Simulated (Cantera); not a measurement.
A Cantera script and what it prints.

```python
import numpy as np
import cantera as ct

gas_names = """
    B BH BH2 BH3 BN B2 H H2 N NH NH2 NH3 N2 N2H2 N2H4
""".split()
cond_names = """
    B(b) B(L) BN(s)
""".split()


# ... load() reads the species with a 1 bar reference pressure and builds the phases ...
atoms = {
    'BN': {'B': 1, 'N': 1},
    'H2': {'H': 2},
}
top_T = {'BN(s)': 3200}  # K; cautious upper limits of use, not melting points


# ... equilibrate(T, P, feed) seeds the gas with the atoms and calls Mixture.equilibrate('TP', solver="vcs", rtol=1e-11, max_steps=5000) ...
results = []
feed = {'BN': 1, 'H2': 9.5}  # mol
P = 56000  # Pa
for T in [1123, 1198, 1273, 1348, 1423, 1498, 1573, 1648, 1723, 1798, 1873, 1948, 2023]:
    mix = equilibrate(T, P, feed)
    results.append((T, P, feed, dict(zip(mix.species_names, mix.species_moles))))
    x = sorted(zip(gas.X, gas.species_names), reverse=True)
    print(f"T = {T:g} K  P = {P:g} Pa  gas = {mix.phase_moles(0):.4g} mol")
    print("   x: " + "  ".join(f"{s} {v:.3e}" for v, s in x if v > 1e-05))
    print("   condensed (mol): " + ("  ".join(f"{mix.phase(i).name} {mix.phase_moles(i):.4g}"
          for i in range(1, mix.n_phases) if mix.phase_moles(i) > 1e-12) or "none"))
```

Result:

```
T = 1123 K  P = 56000 Pa  gas = 9.5 mol
   x: H2 1.000e+00
   condensed (mol): BN(s) 1
T = 1198 K  P = 56000 Pa  gas = 9.5 mol
   x: H2 1.000e+00
   condensed (mol): BN(s) 1
T = 1273 K  P = 56000 Pa  gas = 9.5 mol
   x: H2 1.000e+00
   condensed (mol): BN(s) 1
T = 1348 K  P = 56000 Pa  gas = 9.5 mol
   x: H2 1.000e+00
   condensed (mol): BN(s) 1
T = 1423 K  P = 56000 Pa  gas = 9.5 mol
   x: H2 1.000e+00
   condensed (mol): BN(s) 1
T = 1498 K  P = 56000 Pa  gas = 9.5 mol
   x: H2 1.000e+00  H 2.296e-05
   condensed (mol): BN(s) 1
T = 1573 K  P = 56000 Pa  gas = 9.5 mol
   x: H2 9.999e-01  H 5.433e-05
   condensed (mol): BN(s) 1
T = 1648 K  P = 56000 Pa  gas = 9.501 mol
   x: H2 9.999e-01  H 1.190e-04
   condensed (mol): BN(s) 0.9999
T = 1723 K  P = 56000 Pa  gas = 9.501 mol
   x: H2 9.997e-01  H 2.437e-04  BH2 2.519e-05  N2 1.454e-05
   condensed (mol): BN(s) 0.9997
T = 1798 K  P = 56000 Pa  gas = 9.503 mol
   x: H2 9.994e-01  H 4.704e-04  BH2 5.999e-05  N2 3.344e-05
   condensed (mol): BN(s) 0.9994
T = 1873 K  P = 56000 Pa  gas = 9.505 mol
   x: H2 9.989e-01  H 8.620e-04  BH2 1.328e-04  N2 7.220e-05  BH3 1.166e-05
   condensed (mol): BN(s) 0.9986
T = 1948 K  P = 56000 Pa  gas = 9.508 mol
   x: H2 9.980e-01  H 1.509e-03  BH2 2.757e-04  N2 1.472e-04  BH3 1.868e-05
   condensed (mol): BN(s) 0.9972
T = 2023 K  P = 56000 Pa  gas = 9.515 mol
   x: H2 9.966e-01  H 2.534e-03  BH2 5.315e-04  N2 2.951e-04  BH3 2.831e-05
   condensed (mol): B(b) 0.0002827  BN(s) 0.9944
```

Cantera equilibrium calculation (NASA polynomials, part measured and part estimated; ideal gas, pure solids and liquids). Mutual solubility and eutectic melting of coexisting phases are not modelled. The tables' values for BH2 are old estimates; treat these amounts as uncertain. Gases not in the tables: B2H6 and higher boranes.
